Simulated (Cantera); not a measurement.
An isothermal, constant-pressure homogeneous reactor starts with CH2O : O2 : N2 = 0.014 : 0.043 : 1 (molar parts), at 1375 K and 1.01 bar.

Cantera simulation using GRI-Mech 3.0 (53 species, 325 reactions); the numbers are that mechanism's predictions, not measurements.

Question: Predict: x(O2) at 200 s; x(N2O) at 200 s; x(NO) at 200 s; x(CO2) at 200 s.

Answer: 
- x(O2) at 200 s = 0.0274 (gas-phase equilibrium 0.0273)
- x(N2O) at 200 s = 1.77e-8 (gas-phase equilibrium 1.76e-8)
- x(NO) at 200 s = 1.51e-6 (gas-phase equilibrium 0.000249)
- x(CO2) at 200 s = 0.0132 (gas-phase equilibrium 0.0132)
